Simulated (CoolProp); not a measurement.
Vapour-liquid equilibrium of n-heptane (1) + o-xylene (2) at 0.237 bar; x and y are mole fractions of (1).

Model: multi-fluid Helmholtz-energy mixture model, Span 2003 and Zhou 2012; pair parameters Bell 2016, in CoolProp.

| x | bubble temperature, mixture model (K) | bubble temperature, Raoult's law (K) | y, mixture model | y, Raoult's law |
|---|---|---|---|---|
| 0.05 | 364.0 | 365.8 | 0.230 | 0.180 |
| 0.125 | 357.2 | 360.4 | [?] | 0.381 |
| 0.2 | [?] | 355.8 | [?] | 0.526 |
| 0.275 | 348.1 | 351.8 | 0.669 | 0.633 |
| 0.35 | 344.9 | 348.2 | 0.734 | 0.714 |
| 0.425 | 342.2 | 345.1 | 0.785 | 0.778 |
| 0.5 | 339.9 | 342.3 | 0.825 | 0.828 |
| 0.575 | 337.9 | 339.7 | 0.860 | 0.869 |
| 0.65 | 336.0 | 337.4 | [?] | 0.903 |
| 0.725 | 334.3 | 335.3 | 0.916 | 0.930 |
| 0.8 | 332.7 | 333.3 | 0.941 | 0.954 |
| 0.875 | 331.2 | 331.5 | 0.964 | 0.973 |
| 0.95 | 329.8 | 329.9 | 0.986 | 0.990 |

Some entries are withheld; supply them.


- 0.125, y, mixture model: 0.445
- 0.2, bubble temperature, mixture model (K): 352.1
- 0.2, y, mixture model: 0.579
- 0.65, y, mixture model: 0.890

The largest gap from Raoult's law is -3.7 K in bubble temperature, at x = 0.2. No azeotrope shows between x = 0.05 and 0.95.

Pair parameters are fitted to limited data, so mixtures are less certain than the pure fluids.
